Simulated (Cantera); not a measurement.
Gas activation for diamond growth

An isothermal, constant-pressure homogeneous reactor starts with 1.86 % CH4, 98.1 % H2, 0.0559 % N2, at 2148 K and 20.0 Torr.

Cantera simulation using GRI-Mech 3.0 (53 species, 325 reactions); the numbers are that mechanism's predictions, not measurements. GRI-Mech 3.0 stops at C3 and has no aromatics, soot or wall deposition, so with more carbon than oxygen in the feed, carbon stays in small species such as C2H2 where larger ones or solid carbon would form. Radical loss at walls, strong at low pressure, is not modelled.

```json
[
 {"t (s)": "2.00e-5", "x CH4": "0.0186", "x H2": "0.981", "x CH3": "2.57e-5", "x C2H2": "3.88e-12", "x HCN": "<1e-12"},
 {"t (s)": "5.11e-5", "x CH4": "0.0186", "x H2": "0.981", "x CH3": "5.69e-5", "x C2H2": "1.76e-10", "x HCN": "<1e-12"},
 {"t (s)": "0.000130", "x CH4": "0.0185", "x H2": "0.980", "x CH3": "0.000135", "x C2H2": "7.39e-9", "x HCN": "<1e-12"},
 {"t (s)": "0.000333", "x CH4": "0.0183", "x H2": "0.980", "x CH3": "0.000330", "x C2H2": "3.23e-7", "x HCN": "<1e-12"},
 {"t (s)": "0.000850", "x CH4": "0.0178", "x H2": "0.979", "x CH3": "0.000800", "x C2H2": "1.28e-5", "x HCN": "8.63e-12"},
 {"t (s)": "0.00217", "x CH4": "0.0161", "x H2": "0.976", "x CH3": "0.00175", "x C2H2": "0.000299", "x HCN": "3.14e-10"},
 {"t (s)": "0.00554", "x CH4": "0.0108", "x H2": "0.973", "x CH3": "0.00218", "x C2H2": "0.00263", "x HCN": "5.84e-9"},
 {"t (s)": "0.0141", "x CH4": "0.00401", "x H2": "0.974", "x CH3": "0.00107", "x C2H2": "0.00656", "x HCN": "3.22e-8"},
 {"t (s)": "0.0361", "x CH4": "0.00101", "x H2": "0.973", "x CH3": "0.000333", "x C2H2": "0.00840", "x HCN": "8.37e-8"},
 {"t (s)": "0.0922", "x CH4": "0.000242", "x H2": "0.971", "x CH3": "9.44e-5", "x C2H2": "0.00888", "x HCN": "1.46e-7"},
 {"t (s)": "0.235", "x CH4": "6.32e-5", "x H2": "0.968", "x CH3": "2.83e-5", "x C2H2": "0.00899", "x HCN": "2.12e-7"},
 {"t (s)": "0.601", "x CH4": "2.22e-5", "x H2": "0.966", "x CH3": "1.09e-5", "x C2H2": "0.00901", "x HCN": "2.82e-7"},
 {"t (s)": "1.53", "x CH4": "1.62e-5", "x H2": "0.965", "x CH3": "8.13e-6", "x C2H2": "0.00901", "x HCN": "3.90e-7"},
 {"t (s)": "3.92", "x CH4": "1.60e-5", "x H2": "0.965", "x CH3": "8.07e-6", "x C2H2": "0.00901", "x HCN": "6.48e-7"},
 {"t (s)": "10.0", "x CH4": "1.60e-5", "x H2": "0.965", "x CH3": "8.07e-6", "x C2H2": "0.00901", "x HCN": "1.31e-6"}
]
```
x: mole fraction; the columns are a selection and need not sum to one.

Equilibrium at this temperature and pressure: CH4 1.57e-5, H2 0.965, CH3 7.92e-6, C2H2 0.00861, HCN 0.000805 (gas phase only).
